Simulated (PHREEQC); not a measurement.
A made-up water analysis in mg/L, 25 °C, pH 2.13, pe 8.9:

| constituent | mg/L |
|---|---|
| Na | 40.4 |
| K | 48.2 |
| Ca | 57.6 |
| Mg | 52.4 |
| Cl | 12.8 |
| S(6) as SO4 | 1180 |
| Zn | 13.8 |
| Pb | 1.51 |
| Mn(2) | 11 |
| Sr | 1.3 |
| Fe(3) | 1.13 |
| Li | 0.821 |

Valence states are taken as typed.

Model: ion-association model, wateq4f.dat, run in PHREEQC.

The ionic strength is 0.0281 mol/kgw and the total alkalinity is -11.9 meq/kg. The charge-balance error comes out as -5.2 %.

| species | molality | activity | log γ |
|---|---|---|---|
| H+ | 0.00846 | 0.00741 | -0.057 |
| SO4-2 | 0.00748 | 0.00402 | -0.269 |
| HSO4- | 0.00340 | 0.00290 | -0.068 |
| Na+ | 0.00172 | 0.00147 | -0.068 |
| Mg+2 | 0.00142 | 0.000787 | -0.257 |
| K+ | 0.00120 | 0.00102 | -0.071 |
| Ca+2 | 0.000988 | 0.000539 | -0.263 |
| MgSO4 | 0.000737 | 0.000742 | 0.003 |

This is a speciation only: nothing precipitates in the calculation. Saturation is exceeded, for instance for Hematite (slow to form), Goethite (slow to form); the values hold only as long as no solid forms. Complexes and solids missing from the database can't appear.
